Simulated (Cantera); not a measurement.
**Aluminium and copper etching: Cu + HF + H2 + F2**

Feed: 1 mol Cu, 3.3 mol HF, 0.57 mol H2, a varied amount of F2, held at 625 °C and 0.0133 bar.

Cantera equilibrium calculation (NASA polynomials, part measured and part estimated; ideal gas, pure solids and liquids). Candidate condensed phases: Cu, CuF2; 15 gas species. Equilibrium is a limit: real reactors are often held back by kinetics, nucleation or transport.

At 0.45 mol F2 the condensed part is Cu(s). From 0.69 mol F2 to 1.4 mol F2 the condensed part is Cu(s) + CuF2(s). From 1.7 mol F2 to 3.1 mol F2 the condensed part is CuF2(s).

```json
[
 {"n(F2) (mol)": "0.45", "x HF": "0.972", "x F2": "<1e-12", "x F": "<1e-12", "x H2": "0.0278", "x CuF": "7.94e-10", "n Cu(s)": "1.00", "n CuF2(s)": "0"},
 {"n(F2) (mol)": "0.69", "x HF": "1.000", "x F2": "<1e-12", "x F": "4.65e-12", "x H2": "1.59e-11", "x CuF": "3.41e-5", "n Cu(s)": "0.880", "n CuF2(s)": "0.120"},
 {"n(F2) (mol)": "0.93", "x HF": "1.000", "x F2": "<1e-12", "x F": "4.65e-12", "x H2": "1.59e-11", "x CuF": "3.41e-5", "n Cu(s)": "0.640", "n CuF2(s)": "0.360"},
 {"n(F2) (mol)": "1.2", "x HF": "1.000", "x F2": "<1e-12", "x F": "4.65e-12", "x H2": "1.59e-11", "x CuF": "3.41e-5", "n Cu(s)": "0.370", "n CuF2(s)": "0.630"},
 {"n(F2) (mol)": "1.4", "x HF": "1.000", "x F2": "<1e-12", "x F": "4.65e-12", "x H2": "1.59e-11", "x CuF": "3.41e-5", "n Cu(s)": "0.170", "n CuF2(s)": "0.830"},
 {"n(F2) (mol)": "1.7", "x HF": "0.956", "x F2": "0.0125", "x F": "0.0309", "x H2": "<1e-12", "x CuF": "<1e-12", "n Cu(s)": "0", "n CuF2(s)": "1.000"},
 {"n(F2) (mol)": "1.9", "x HF": "0.905", "x F2": "0.0397", "x F": "0.0551", "x H2": "<1e-12", "x CuF": "<1e-12", "n Cu(s)": "0", "n CuF2(s)": "1.000"},
 {"n(F2) (mol)": "2.1", "x HF": "0.861", "x F2": "0.0671", "x F": "0.0715", "x H2": "<1e-12", "x CuF": "<1e-12", "n Cu(s)": "0", "n CuF2(s)": "1.000"},
 {"n(F2) (mol)": "2.4", "x HF": "0.805", "x F2": "0.106", "x F": "0.0897", "x H2": "<1e-12", "x CuF": "<1e-12", "n Cu(s)": "0", "n CuF2(s)": "1.000"},
 {"n(F2) (mol)": "2.6", "x HF": "0.771", "x F2": "0.129", "x F": "0.0993", "x H2": "<1e-12", "x CuF": "<1e-12", "n Cu(s)": "0", "n CuF2(s)": "1.000"},
 {"n(F2) (mol)": "2.9", "x HF": "0.727", "x F2": "0.162", "x F": "0.111", "x H2": "<1e-12", "x CuF": "<1e-12", "n Cu(s)": "0", "n CuF2(s)": "1.000"},
 {"n(F2) (mol)": "3.1", "x HF": "0.700", "x F2": "0.182", "x F": "0.118", "x H2": "<1e-12", "x CuF": "<1e-12", "n Cu(s)": "0", "n CuF2(s)": "1.000"}
]
```
x: gas mole fraction; n: condensed amount in mol.
